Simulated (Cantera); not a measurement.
Feed: 1 mol SiF₄, 0.83 mol NO, equilibrated at 10.0 mbar.

These are equilibrium values from Cantera (NASA tables, ideal gas, pure condensed phases), not measurements of a reactor. Candidate condensed phases: Si, SiO₂, Si₂N₂O, Si₃N₄; 28 gas species. The tables' values for SiF₃ are old estimates; treat these amounts as uncertain. Kinetics and transport are ignored. All values below are at 1377 °C.

Base state: SiF₄ 0.546, N₂ 0.226, O₂ 0.226, NO 0.00132, O 0.000123, F 2.87e-5, SiF₃ 2.52e-5 (mole fractions); condensed: gas only.

**Question.** What changes in the equilibrium state with this change: NO from 0.83 to 0.17 mol?

**Answer.** 
```json
[
 {"species": "SiF₄", "before": "0.546", "after": "0.855"},
 {"species": "N₂", "before": "0.226", "after": "0.0724"},
 {"species": "O₂", "before": "0.226", "after": "0.0724"},
 {"species": "NO", "before": "0.00132", "after": "0.000424"},
 {"species": "O", "before": "0.000123", "after": "6.97e-5"},
 {"species": "SiF₃", "before": "2.52e-5", "after": "3.36e-5"},
 {"species": "F", "before": "2.87e-5", "after": "3.36e-5"}
]
```
